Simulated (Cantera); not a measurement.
Input: 1 mol Fe3O4, 3.4 mol CH4, 1.3 mol CO, at 1850 K and 10000 Pa.

Equilibrium computed with Cantera from the NASA thermochemical tables; the gas is ideal and each condensed phase is pure. Candidate condensed phases: C, C6H6, C7H8, C8H18, Fe, Fe(CO)5, FeO, Fe(OH)2, Fe(OH)3, Fe2O3, Fe3O4, H2O; 114 gas species. Rates play no part.

Base state: H2 0.546, CO 0.400, H2O 0.0441, CO2 0.00804, H 0.00126, Fe 0.000585 (mole fractions); condensed: Fe(l).

Task: What changes in the equilibrium state with this change: pressure from 10000 Pa to 290 Pa?

Result: 
| species | before | after |
|---|---|---|
| H2 | 0.546 | 0.531 |
| CO | 0.400 | 0.391 |
| H2O | 0.0441 | 0.0430 |
| Fe | 0.000585 | 0.0202 |
| FeO | 6.38e-7 | 2.21e-5 |
| OH | 7.51e-6 | 4.36e-5 |
| Fe(l), mol | 2.99 | 2.76 |
